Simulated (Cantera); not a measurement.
A jet of 3.91 % CH₄, 12.7 % O₂, 83.4 % N₂, equivalence ratio 0.62 at 300 K and 0.454 atm hits a platinum plate 6.9 cm away at a mass flux of 0.073 kg/m²/s; the plate temperature is set and raised in steps from an oxygen-covered start.

Computed with Cantera and Deutschmann's 1995 Pt surface mechanism with GRI-Mech 3.0 gas chemistry. Catalytic surfaces can have several steady states; this one follows from the mechanism file's or the stated starting coverage.

x: mole fraction at the wall; θ: surface coverage.

```
plate T (K)  wall x CH₄  wall x O₂  wall x H₂O  wall x OH  wall x CO  wall x CO₂  θ free Pt   θ O*    θ OH*
-----------  ----------  ---------  ----------  ---------  ---------  ----------  ---------  -----  -------
900              0.0174     0.0804      0.0405    2.37e-8    5.58e-6      0.0268      0.141  0.856  0.00315
950                   ?          ?           ?          ?          ?           ?          ?  0.792  0.00343
1000            0.00619     0.0568      0.0609    1.74e-7    3.77e-6      0.0405      0.272  0.725  0.00335
1050            0.00408     0.0524      0.0646    4.06e-7    3.29e-6      0.0430      0.338  0.659  0.00310
1100            0.00272     0.0503      0.0665    8.84e-7    3.89e-6      0.0440      0.403  0.594  0.00280
1150                  ?     0.0486      0.0680          ?          ?      0.0448          ?      ?        ?
```

**Question.** Some entries are withheld; supply them.

**Answer.** 
- 950, wall x CH₄: 0.0101
- 950, wall x O₂: 0.0650
- 950, wall x H₂O: 0.0538
- 950, wall x OH: 6.68e-8
- 950, wall x CO: 4.55e-6
- 950, wall x CO₂: 0.0357
- 950, θ free Pt: 0.205
- 1150, wall x CH₄: 0.00182
- 1150, wall x OH: 1.76e-6
- 1150, wall x CO: 4.90e-6
- 1150, θ free Pt: 0.466
- 1150, θ O*: 0.531
- 1150, θ OH*: 0.00250
